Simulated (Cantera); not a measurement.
Feed: 1 mol Si, 7.8 mol Br2, 8.2 mol N2, at 10.0 mbar.

Equilibrium computed with Cantera from the NASA thermochemical tables; the gas is ideal and each condensed phase is pure. Candidate condensed phases: Br2, Si, Si3N4; 13 gas species. The tables' values for SiBr3 are old estimates; treat these amounts as uncertain. The numbers say what is thermodynamically allowed, not how fast it happens.

log p: log10 of the partial pressure in bar; nothing condenses.

```
T (°C)  log p Br  log p N2  log p Br2  log p SiBr4  log p SiBr2
------  --------  --------  ---------  -----------  -----------
227        -8.53     -2.26      -2.41        -3.18         <-14
327        -6.84     -2.26      -2.41        -3.18         <-14
427        -5.63     -2.26      -2.41        -3.18         <-14
527        -4.73     -2.26      -2.41        -3.18         <-14
627        -4.02     -2.26      -2.42        -3.18         <-14
727        -3.46     -2.27      -2.44        -3.18       -12.63
827        -3.02     -2.28      -2.49        -3.20       -10.76
927            ?     -2.31          ?        -3.22            ?
1027       -2.47     -2.34      -2.82        -3.26        -7.68
1127       -2.34     -2.37      -3.14        -3.29        -6.29
1227       -2.29     -2.39          ?        -3.33            ?
1327       -2.26     -2.41      -3.90        -3.50        -3.97
1427       -2.24     -2.43      -4.24        -4.10        -3.49
```

**Question.** Fill in the missing entries.

**Answer.** 
- 1227, log p Br2: -3.53
- 1227, log p SiBr2: -5.00
- 927, log p Br: -2.69
- 927, log p Br2: -2.61
- 927, log p SiBr2: -9.14
